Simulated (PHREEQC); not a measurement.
Dissolve 0.37 mol/kgw Na2CO3 and 0.074 mol/kgw H3BO3 at 25 °C. Closed to the air; pH follows from the charge balance.

The numbers come from PHREEQC with the Pitzer model, pitzer.dat.

No solid was allowed to form.

### Question
Order these B species by the share of B that they hold, largest first: B3O3(OH)4-, B(OH)4-, B4O5(OH)4-2, B(OH)3.

### Answer
B(OH)4- (95 %), B(OH)3 (4.7 %), B4O5(OH)4-2 (0.31 %), B3O3(OH)4- (0.22 %)

The pH is 10.29 and the ionic strength 1.04 mol/kgw. In brines, pH and single-ion activities rest on the MacInnes convention.
